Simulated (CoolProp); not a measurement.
A simple Rankine cycle with cyclopropane: condensing at 294.15 K, boiler at 3.82 MPa, turbine inlet 415.8 K, turbine efficiency 0.8, pump efficiency 0.6, no recuperator. Each further row changes one setting.

Model: reference Helmholtz-energy equation of state, Polt 1992, in CoolProp. This equation is an older, rougher fit; its heat capacities, sound speeds and derivatives of the liquid may be far off and weren't checked against measurements.

```csv
case,thermal efficiency (%),net work (kJ/kg),heat in (kJ/kg),turbine exit temperature (K),volume ratio over the turbine
as stated,14.2,79.1,555,336.4,5.81
turbine inlet 435.8 K,14.5,87.5,605,360.5,5.72
condensing temperature 286.15 K,15.6,89.5,574,327.6,7.19
boiler pressure 2.67 MPa,12.1,70.5,582,356.9,3.95
turbine efficiency 0.7,12.3,68.1,555,343.0,5.95
```
